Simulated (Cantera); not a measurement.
**Thermodynamics of roasting and sulfation, feed MgCO3 + SO2 + H2O**

Input: 1 mol MgCO3, 0.11 mol SO2, 0.12 mol H2O, equilibrated at 13.3 mbar.

These are equilibrium values from Cantera (NASA tables, ideal gas, pure condensed phases), not measurements of a reactor. Candidate condensed phases: C, C6H6, C7H8, C8H18, H2O, H2SO4, Mg, MgCO3, MgO, Mg(OH)2, MgS, MgSO4, S; 130 gas species. Gases not in the tables: S3 to S7. Equilibrium is a limit: real reactors are often held back by kinetics, nucleation or transport.

```csv
T (K),log p CO2,log p H2O,log p SO2,log p H2S,log p S2,n MgO(s),n MgSO4(s)
650,-1.95,-2.89,-3.13,-4.30,-4.33,0.969,0.0306
750,-1.97,-2.89,-2.92,-10.20,-11.72,1.000,0
850,-1.97,-2.89,-2.92,<-13,<-13,1.00,0
950,-1.97,-2.89,-2.92,<-13,<-13,1.00,0
1050,-1.97,-2.89,-2.92,<-13,<-13,1.00,0
1150,-1.97,-2.89,-2.92,<-13,<-13,1.00,0
1250,-1.97,-2.89,-2.92,-13.81,<-13,1.00,0
```
log p: log10 of the partial pressure in bar; n: condensed amount in mol.

At 650 K the condensed part is MgO(s) + MgSO4(s). From 750 K to 1250 K the condensed part is MgO(s).
